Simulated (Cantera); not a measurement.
Feed: 1 mol C2H5OH, 0.083 mol CO2, 46 mol N2, held at 550 °C and 10000 Pa.

Equilibrium computed with Cantera from the NASA thermochemical tables; the gas is ideal and each condensed phase is pure. Candidate condensed phases: C, C6H6, C7H8, C8H18, H2O; 136 gas species. Equilibrium is a limit: real reactors are often held back by kinetics, nucleation or transport.

Question: What is the equilibrium state?

Answer: 
| Property | Result |
|---|---|
| x(N2) | 0.920 |
| x(H2) | 0.0580 |
| x(CO) | 0.0186 |
| x(CO2) | 0.00165 |
| x(H2O) | 0.00142 |
| x(CH4) | 0.000313 |
| x(NH3) | 3.19e-6 |
| n(C(graphite)) | 1.05 mol |
| gas amount | 50.00 mol |
